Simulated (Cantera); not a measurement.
A closed system holds: 1 mol AlN, 0.19 mol Br2, 0.33 mol H2, at 1000 K and 1.00 bar.

Equilibrium computed with Cantera from the NASA thermochemical tables; the gas is ideal and each condensed phase is pure. Candidate condensed phases: Al, AlBr3, AlN, Br2; 19 gas species. Rates play no part.

Base state: H2 0.552, AlBr3 0.185, HBr 0.167, N2 0.0941, Al2Br6 0.00138, NH3 7.32e-5 (mole fractions); condensed: AlN(s).

### Question
What changes in the equilibrium state with this change: temperature from 1000 K to 1600 K?

### Answer
| species | before | after |
|---|---|---|
| H2 | 0.552 | 0.569 |
| AlBr3 | 0.185 | 0.200 |
| HBr | 0.167 | 0.130 |
| N2 | 0.0941 | 0.100 |
| AlBr | <1e-9 | 0.000873 |
| H | 1.69e-9 | 4.10e-5 |
| AlN(s), mol | 0.902 | 0.896 |

### Question
What changes in the equilibrium state with this change: pressure from 1.00 bar to 0.100 bar?

### Answer
| species | before | after |
|---|---|---|
| H2 | 0.552 | 0.551 |
| AlBr3 | 0.185 | 0.187 |
| HBr | 0.167 | 0.168 |
| Al2Br6 | 0.00138 | 0.000141 |
| N2 | 0.0941 | 0.0939 |
| NH3 | 7.32e-5 | 7.29e-6 |
| AlN(s), mol | 0.902 | 0.902 |
